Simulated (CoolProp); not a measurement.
Vapour pressure (MPa) of propylene: the reference equation beside estimates from Tc = 91.1 °C, pc = 4.555 MPa, ω = 0.146. Clausius-Clapeyron is anchored at 13.35 °C with a constant enthalpy of vaporisation of 14.98 kJ/mol.

Model: reference Helmholtz-energy equation of state, Lemmon 2013, in CoolProp.

```csv
T (°C),reference,Clausius-Clapeyron,van der Waals,Redlich-Kwong
-56.85,0.06525,0.1108,0.3729,0.08369
-46.85,0.1049,0.1601,0.4827,0.1334
-36.75,0.1619,0.2250,0.6140,0.2035
-26.75,0.2393,0.3066,0.7655,0.2967
-16.75,0.3421,0.4078,0.9399,0.4178
-6.65,0.4764,0.5322,1.140,0.5727
3.35,0.6447,0.6797,1.364,0.7625
13.35,0.8533,0.8533,1.615,0.9925
23.45,1.110,1.057,1.895,1.270
33.45,1.417,1.289,2.201,1.592
43.45,1.781,1.552,2.536,1.966
53.55,2.214,1.850,2.905,2.400
63.55,2.715,2.180,3.302,2.888
73.55,3.297,2.543,3.729,3.437
83.65,3.979,2.946,4.193,4.057
```

Absolute difference from the reference over all 15 rows, mean and median: Clausius-Clapeyron 22.5 and 19.2 %, van der Waals 139.0 and 89.3 %, Redlich-Kwong 16.0 and 16.3 %.
